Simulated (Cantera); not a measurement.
**Sublimation and decomposition of ceramics: Si3N4 + C + H2**

Feed: 1 mol Si3N4, 0.055 mol C, 7.1 mol H2, held at 2848 K.

These are equilibrium values from Cantera (NASA tables, ideal gas, pure condensed phases), not measurements of a reactor. Candidate condensed phases: C, C6H6, C7H8, C8H18, Si, SiC, Si3N4; 105 gas species. The tables' values for SiN are old estimates; treat these amounts as uncertain. Gases not in the tables: Si2H6 and higher silanes. Kinetics and transport are ignored.

```json
[
 {"P (Pa)": "1", "x H2": "0.000582", "x H": "0.737", "x N2": "0.104", "x Si": "0.156", "x SiH": "1.97e-6", "x Si2": "2.18e-7", "x HCN": "2.71e-6", "x Si2C": "7.62e-9", "n Si(l)": "0"},
 {"P (Pa)": "5.60", "x H2": "0.00323", "x H": "0.734", "x N2": "0.104", "x Si": "0.156", "x SiH": "1.10e-5", "x Si2": "1.23e-6", "x HCN": "3.05e-5", "x Si2C": "2.04e-7", "n Si(l)": "0"},
 {"P (Pa)": "32", "x H2": "0.0176", "x H": "0.716", "x N2": "0.105", "x Si": "0.158", "x SiH": "6.23e-5", "x Si2": "7.20e-6", "x HCN": "0.000249", "x Si2C": "4.19e-6", "n Si(l)": "0"},
 {"P (Pa)": "180", "x H2": "0.0788", "x H": "0.639", "x N2": "0.111", "x Si": "0.168", "x SiH": "0.000331", "x Si2": "4.53e-5", "x HCN": "0.000901", "x Si2C": "4.36e-5", "n Si(l)": "0"},
 {"P (Pa)": "1000", "x H2": "0.224", "x H": "0.457", "x N2": "0.126", "x Si": "0.188", "x SiH": "0.00147", "x Si2": "0.000317", "x HCN": "0.00158", "x Si2C": "0.000299", "n Si(l)": "0"},
 {"P (Pa)": "5600", "x H2": "0.386", "x H": "0.254", "x N2": "0.144", "x Si": "0.204", "x SiH": "0.00497", "x Si2": "0.00209", "x HCN": "0.00161", "x Si2C": "0.00143", "n Si(l)": "0"},
 {"P (Pa)": "32000", "x H2": "0.535", "x H": "0.125", "x N2": "0.168", "x Si": "0.145", "x SiH": "0.00995", "x Si2": "0.00604", "x HCN": "0.00139", "x Si2C": "0.00281", "n Si(l)": "0.859"},
 {"P (Pa)": "180000", "x H2": "0.695", "x H": "0.0600", "x N2": "0.203", "x Si": "0.0258", "x SiH": "0.00478", "x Si2": "0.00107", "x HCN": "0.00363", "x Si2C": "0.00104", "n Si(l)": "2.61"},
 {"P (Pa)": "1000000", "x H2": "0.745", "x H": "0.0264", "x N2": "0.212", "x Si": "0.00464", "x SiH": "0.00210", "x Si2": "0.000193", "x HCN": "0.00451", "x Si2C": "0.000220", "n Si(l)": "2.90"}
]
```
x: gas mole fraction; n: condensed amount in mol.

From 0.00750 Torr to 42.0 Torr nothing is condensed. From 240 Torr to 7500 Torr the condensed part is Si(l). The main Si-bearing gas is Si throughout.
